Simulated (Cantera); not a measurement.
An isothermal, constant-pressure homogeneous reactor starts with 15.1 % N₂O, 0.0969 % H₂, 84.8 % N₂, at 1550 K and 645 Torr.

Detailed kinetics in Cantera: GRI-Mech 3.0 (53 species, 325 reactions). GRI-Mech 3.0 was tuned for natural gas; its chemistry of N2O as a main component is partial and can be far from experiment. The temperature is held fixed by assumption; the heat of reaction is taken as removed at once.

x: mole fraction; the columns are a selection and need not sum to one.

| t (s) | x N₂O | x H₂ | x H | x HO₂ | x NO | x H₂O |
|---|---|---|---|---|---|---|
| 6.00e-6 | 0.151 | 0.000967 | 4.38e-7 | (withheld) | 3.26e-6 | 1.29e-7 |
| 2.14e-5 | 0.151 | 0.000951 | 1.74e-6 | (withheld) | 3.07e-5 | 5.10e-6 |
| 7.61e-5 | 0.150 | 0.000801 | 4.71e-6 | (withheld) | 0.000186 | 0.000110 |
| 0.000271 | 0.147 | 0.000285 | 2.74e-6 | (withheld) | 0.000764 | 0.000614 |
| 0.000965 | 0.138 | 1.81e-5 | 6.10e-7 | (withheld) | 0.00277 | 0.000912 |
| 0.00343 | 0.111 | 3.07e-7 | 4.91e-7 | (withheld) | 0.00895 | 0.000922 |
| 0.0122 | 0.0538 | 3.01e-7 | 4.94e-7 | (withheld) | 0.0212 | 0.000899 |
| 0.0435 | 0.00708 | 1.51e-7 | 1.52e-7 | (withheld) | 0.0290 | 0.000888 |
| 0.155 | 4.36e-5 | 1.72e-8 | 5.13e-9 | (withheld) | 0.0294 | 0.000896 |
| 0.552 | 3.48e-7 | 1.50e-8 | 4.20e-9 | 9.19e-9 | 0.0294 | 0.000897 |
| 1.97 | 3.47e-7 | 1.50e-8 | 4.20e-9 | 9.19e-9 | 0.0294 | 0.000897 |
| 7.00 | 3.44e-7 | 1.50e-8 | 4.20e-9 | 9.20e-9 | 0.0292 | 0.000897 |

Some entries are withheld; supply them.


- 6.00e-6, x HO₂: 9.18e-9
- 2.14e-5, x HO₂: 3.34e-7
- 7.61e-5, x HO₂: 3.77e-6
- 0.000271, x HO₂: 4.64e-6
- 0.000965, x HO₂: 1.82e-6
- 0.00343, x HO₂: 6.51e-7
- 0.0122, x HO₂: 2.30e-7
- 0.0435, x HO₂: 7.39e-8
- 0.155, x HO₂: 1.07e-8
